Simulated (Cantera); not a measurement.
An isothermal, constant-pressure homogeneous reactor starts with NH3 : N2 = 1 : 3.1 (molar parts), at 1450 K and 143 Torr.

Cantera simulation using the gas-phase N/H chemistry of the illustrative SiF4/NH3 mechanism in the Surface Chemkin manual (1991); the numbers are that mechanism's predictions, not measurements. Walls and surfaces, which speed up NH3 decomposition in real reactors, are not modelled.

Problem. Predict: x(NH3) at 200 s; x(N2) at 200 s; x(N2H2) at 200 s; x(H2) at 200 s; x(H) at 200 s; x(NH2) at 200 s; x(N2H4) at 200 s.

Solution. 
| Item | Result |
|---|---|
| x(NH3) at 200 s | 0.119 (gas-phase equilibrium 1.81e-6) |
| x(N2) at 200 s | 0.730 (gas-phase equilibrium 0.706) |
| x(N2H2) at 200 s | 2.56e-8 (gas-phase equilibrium <1e-12) |
| x(H2) at 200 s | 0.151 (gas-phase equilibrium 0.294) |
| x(H) at 200 s | 6.12e-6 (gas-phase equilibrium 1.18e-5) |
| x(NH2) at 200 s | 1.02e-5 (gas-phase equilibrium 1.55e-10) |
| x(N2H4) at 200 s | 4.72e-9 (gas-phase equilibrium <1e-12) |
